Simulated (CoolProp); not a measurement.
Hydrogen chloride along the isotherm 288.3 K: fugacity coefficient from the reference equation and from simpler models built on Tc = 324.7 K, pc = 8.314 MPa, ω = 0.130; each cubic takes its own stable root.

Values from CoolProp's reference Helmholtz-energy equation of state, Thol 2018.

```tsv
p (MPa)	phase	reference
0.263	gas	0.9829
0.409	gas	0.9734
0.637	gas	0.9586
0.992	gas	0.9357
1.55	gas	0.8999
2.41	gas	0.8451
5.83	liquid	0.5079
9.08	liquid	0.3448
14.1	liquid	0.2414
22	liquid	0.1758
34.3	liquid	0.1366
53.4	liquid	0.1169
83.1	liquid	0.1149
```

How far does each simpler model (Redlich-Kwong, Peng-Robinson) lie from the reference over these 13 states: mean and median of the absolute difference, and the worst?


- Redlich-Kwong: mean 10.6 %, median 10.6 %, worst +33.2 % at 288.3 K and 83.1 MPa
- Peng-Robinson: mean 2.1 %, median 2.4 %, worst +5.5 % at 288.3 K and 83.1 MPa
